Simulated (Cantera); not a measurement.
CaO + HF (oxide etching and cleaning by halides)

Input: 1 mol CaO, a varied amount of HF, at 1875 K and 1.80e-5 bar.

Equilibrium computed with Cantera from the NASA thermochemical tables; the gas is ideal and each condensed phase is pure. Candidate condensed phases: Ca, CaF2, CaO, Ca(OH)2, H2O; 29 gas species. Rates play no part.

| n(HF) (mol) | log p HF | log p CaF2 | log p H2O | log p H2 | log p H | log p O2 | log p OH | n CaO(s) |
|---|---|---|---|---|---|---|---|---|
| 1.6 | -4.98 | -5.48 | -5.60 | -6.30 | -6.33 | -6.56 | -6.74 | 0.685 |
| 1.9 | -4.98 | -5.48 | -5.60 | -6.30 | -6.33 | -6.56 | -6.74 | 0.625 |
| 2.2 | -4.98 | -5.48 | -5.60 | -6.30 | -6.33 | -6.56 | -6.74 | 0.566 |
| 2.5 | -4.98 | -5.48 | -5.60 | -6.30 | -6.33 | -6.56 | -6.74 | 0.507 |
| 2.9 | -4.98 | -5.48 | -5.60 | -6.30 | -6.33 | -6.56 | -6.74 | 0.428 |
| 3.4 | -4.98 | -5.48 | -5.60 | -6.30 | -6.33 | -6.56 | -6.74 | 0.330 |
| 4 | -4.98 | -5.48 | -5.60 | -6.30 | -6.33 | -6.56 | -6.74 | 0.211 |
| 4.6 | -4.98 | -5.48 | -5.60 | -6.30 | -6.33 | -6.56 | -6.74 | 0.0932 |
| 5.4 | -4.96 | -5.50 | -5.63 | -6.31 | -6.34 | -6.58 | -6.76 | 0 |
| 6.3 | -4.93 | -5.57 | -5.70 | -6.36 | -6.37 | -6.62 | -6.81 | 0 |
| 7.3 | -4.90 | -5.63 | -5.77 | -6.41 | -6.39 | -6.67 | -6.85 | 0 |
| 8.5 | -4.87 | -5.69 | -5.84 | -6.46 | -6.41 | -6.72 | -6.90 | 0 |
| 9.9 | -4.85 | -5.76 | -5.92 | -6.51 | -6.44 | -6.77 | -6.95 | 0 |
log p: log10 of the partial pressure in bar; n: condensed amount in mol.

From 1.6 mol HF to 4.6 mol HF the condensed part is CaO(s). From 5.4 mol HF to 9.9 mol HF nothing is condensed. The main Ca-bearing gas is CaF2 throughout.
